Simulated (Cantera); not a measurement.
Input: 1 mol B2O3, 0.23 mol NH3, 2.6 mol N2, held at 9.75 Torr.

These are equilibrium values from Cantera (NASA tables, ideal gas, pure condensed phases), not measurements of a reactor. Candidate condensed phases: B, BN, B2O3, B3O3H3, H2O; 39 gas species. Mutual solubility and eutectic melting of coexisting phases are not modelled. Rates play no part.

Q: At 1575 K, list the 7 most abundant gas species with their mole fractions, and the condensed phases.

A: N2 0.877, H2 0.107, B2O3 0.00717, HBO2 0.00539, HBO 0.00270, B2O2 0.000418, H2O 0.000182. Condensed: BN(s) + B2O3(l).
